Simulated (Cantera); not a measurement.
## Thermodynamics of roasting and sulfation, feed FeS + SO₂ + O₂ + H₂S

Input: 1 mol FeS, 0.077 mol SO₂, a varied amount of O₂, 0.16 mol H₂S, at 1225 K and 600 Torr.

These are equilibrium values from Cantera (NASA tables, ideal gas, pure condensed phases), not measurements of a reactor. Candidate condensed phases: Fe, FeO, Fe(OH)₂, Fe(OH)₃, FeS, FeSO₄, FeS₂, Fe₂O₃, Fe₂(SO₄)₃, Fe₃O₄, H₂O, H₂SO₄, S; 22 gas species. Mutual solubility and eutectic melting of coexisting phases are not modelled. FeS: taken at fixed stoichiometry. Gases not in the tables: S₃ to S₇. Rates play no part.

| n(O₂) (mol) | x SO₂ | x O₂ | x H₂O | x S₂ | x H₂S | x SO₃ | x H₂ | n FeS(s) | n Fe₃O₄(s) | n Fe₂O₃(s) |
|---|---|---|---|---|---|---|---|---|---|---|
| 0.037 | 0.167 | <1e-12 | 0.447 | 0.271 | 0.0961 | 2.99e-8 | 0.0111 | 1.00 | 0 | 0 |
| 0.064 | 0.237 | 1.38e-12 | 0.447 | 0.228 | 0.0711 | 5.25e-8 | 0.00898 | 1.00 | 0 | 0 |
| 0.11 | 0.347 | 2.44e-12 | 0.437 | 0.158 | 0.0436 | 1.02e-7 | 0.00662 | 1.00 | 0 | 0 |
| 0.2 | 0.530 | 7.34e-12 | 0.410 | 0.0407 | 0.0120 | 2.71e-7 | 0.00358 | 1.00 | 0 | 0 |
| 0.34 | 0.607 | 8.34e-12 | 0.335 | 0.0414 | 0.00926 | 3.31e-7 | 0.00275 | 0.911 | 0.0295 | 0 |
| 0.6 | 0.691 | 9.01e-12 | 0.250 | 0.0459 | 0.00699 | 3.91e-7 | 0.00197 | 0.743 | 0.0856 | 0 |
| 1 | 0.760 | 9.54e-12 | 0.179 | 0.0495 | 0.00506 | 4.43e-7 | 0.00137 | 0.485 | 0.172 | 0 |
| 1.8 | 0.842 | 1.26e-11 | 0.116 | 0.0348 | 0.00239 | 5.64e-7 | 0.000773 | 0 | 0.333 | 0 |
| 3.2 | 0.433 | 0.449 | 0.0630 | <1e-12 | <1e-12 | 0.0547 | 2.22e-9 | 0 | 0 | 0.500 |
x: gas mole fraction; n: condensed amount in mol.

From 0.037 mol O₂ to 0.2 mol O₂ the condensed part is FeS(s). From 0.34 mol O₂ to 1 mol O₂ the condensed part is FeS(s) + Fe₃O₄(s). At 1.8 mol O₂ the condensed part is Fe₃O₄(s). At 3.2 mol O₂ the condensed part is Fe₂O₃(s).
